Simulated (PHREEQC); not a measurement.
1.1 g of hydrous ferric oxide (600 m²/g; 0.2 weak and 0.005 strong sites per Fe, Dzombak-Morel constants, diffuse double layer) in 1 kg of water with 0.1 mol/kgw of an inert sodium salt and 0.12 mmol/kgw Na2SeO4, at 25 °C; the pH is set by adding NaOH or the inert anion's acid. Oxygen alone is held at its pressure in air (log pO2 = -0.68). CO2 from the air is kept out. No solid was allowed to form.

Equilibrium calculation in PHREEQC: ion-association model, wateq4f.dat.

| pH | Se sorbed (%) | surface charge σ (C/m²) | surface potential ψ (mV) |
|---|---|---|---|
| 4 | 99.4 | 0.292 | 141 |
| 5 | 97.8 | 0.195 | 121 |
| 5.5 | 93.7 | 0.144 | 106 |
| 6 | ? | 0.101 | 88 |
| 7 | 20.0 | 0.043 | 51 |
| 8 | 0.7 | 0.004 | ? |
| 8.5 | 0.1 | ? | ? |
| 9 | 0.0 | ? | -42 |
| 10 | 0.0 | -0.094 | -85 |

Question: Some entries are withheld; supply them.

Answer: 
- 6, Se sorbed (%): 80.7
- 8, surface potential ψ (mV): 5
- 8.5, surface charge σ (C/m²): -0.014
- 8.5, surface potential ψ (mV): -19
- 9, surface charge σ (C/m²): -0.034
